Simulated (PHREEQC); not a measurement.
A solution holds 0.11 mol/kgw HCl, 0.21 mol/kgw Li2SO4 and 0.0051 mol/kgw Fe2(SO4)3, at 20 °C. Closed to the air; pH follows from the charge balance.

Equilibrium calculation in PHREEQC: ion-association model, phreeqc.dat.

| quantity | before | after |
|---|---|---|
| pH | 1.54 | 1.08 |
| ionic strength (mol/kgw) | 0.537 | 0.132 |
| SO4-2 (mol/kgw) | 0.105 | 0.00234 |
| HSO4- (mol/kgw) | 0.0715 | 0.00748 |
| FeSO4+ (mol/kgw) | 0.00613 | 0.00360 |
| Fe(SO4)2- (mol/kgw) | 0.00256 | 6.17e-5 |
| SI of Goethite (FeOOH) | +0.74 | +0.62 |
| SI of Hematite (Fe2O3) | +3.48 | +3.22 |

Task: What was changed between the two runs?
A) Li2SO4 left out
B) HCl from 0.11 to 0.121 mol/kgw
C) Fe2(SO4)3 from 0.0051 to 0.00051 mol/kgw
D) diluted 10-fold with water
E) Li2SO4 replaced by (NH4)2SO4 at the same molality

Result: A, Li2SO4 left out

Precipitation was switched off in this run. Some of these states are supersaturated (in Hematite (slow to form), Goethite (slow to form), for instance).
